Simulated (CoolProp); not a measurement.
n-hexane along the isotherm 600 K: density (kg/m³) from the reference equation and from simpler models built on Tc = 507.8 K, pc = 3044 kPa, ω = 0.300; each cubic takes its own stable root.

The numbers come from the reference Helmholtz-energy equation of state, Thol 2019 in CoolProp.

```csv
p (kPa),phase,reference
96.3,gas,1.674
141,gas,2.458
207,gas,3.624
304,gas,5.356
447,gas,7.951
656,gas,11.83
963,gas,17.75
1410,gas,26.85
2070,gas,41.51
3040,gas,66.27
4470,supercritical,112.1
6560,supercritical,199.3
9630,supercritical,299.3
14100,supercritical,366.9
20700,supercritical,417.2
30400,supercritical,459.8
```

Q: How far does each simpler model (ideal gas, van der Waals, Redlich-Kwong) lie from the reference over these 16 states: mean and median of the absolute difference, and the worst?

A: 
- ideal gas: mean 15.2 %, median 11.6 %, worst -44.4 % at 600 K and 9630 kPa
- van der Waals: mean 6.1 %, median 0.9 %, worst -22.6 % at 600 K and 30400 kPa
- Redlich-Kwong: mean 1.9 %, median 1.1 %, worst +5.4 % at 600 K and 4470 kPa
